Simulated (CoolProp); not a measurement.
A closed Brayton cycle with nitrogen: compressor inlet 309.15 K and 3.7 MPa, high pressure 9.58 MPa, turbine inlet 695 K, compressor efficiency 0.89, turbine efficiency 0.93, recuperator effectiveness 0.9 (on enthalpy, no pinch check). Each further row changes one setting.

Computed with CoolProp (reference Helmholtz-energy equation of state, Span 2000).

```csv
case,thermal efficiency (%),net work (kJ/kg),compressor to turbine work,compressor exit (K),turbine exit (K)
as stated,27.5,50.2,0.70,419.1,545.4
turbine inlet 645 K,22.9,38.1,0.75,419.1,504.9
compressor inlet 319.15 K,[?],46.2,[?],[?],545.4
high pressure 8.14 MPa,29.0,[?],0.66,[?],568.7
recuperator effectiveness 0.5,21.2,50.2,0.70,419.1,545.4
```

Question: Complete the blanks.

Answer: 
- compressor inlet 319.15 K, thermal efficiency (%): 25.6
- compressor inlet 319.15 K, compressor to turbine work: 0.72
- compressor inlet 319.15 K, compressor exit (K): 432.5
- high pressure 8.14 MPa, net work (kJ/kg): 46.9
- high pressure 8.14 MPa, compressor exit (K): 398.1
